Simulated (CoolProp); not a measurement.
Computed with CoolProp (reference Helmholtz-energy equation of state, Lemmon 2006). It is a short technical equation, of lower accuracy than the large ones.

Q: For nitrous oxide, give the phase and the cp (kJ/(kg K)), cv (kJ/(kg K)), speed of sound (m/s) at 93.35 °C and 0.101 MPa; 112.45 °C and 0.101 MPa; 169.65 °C and 0.101 MPa.

A: 
- 93.35 °C and 0.101 MPa: gas; cp 0.944, cv 0.753, speed of sound 294
- 112.45 °C and 0.101 MPa: gas; cp 0.960, cv 0.769, speed of sound 301
- 169.65 °C and 0.101 MPa: gas; cp 1.00, cv 0.814, speed of sound 321
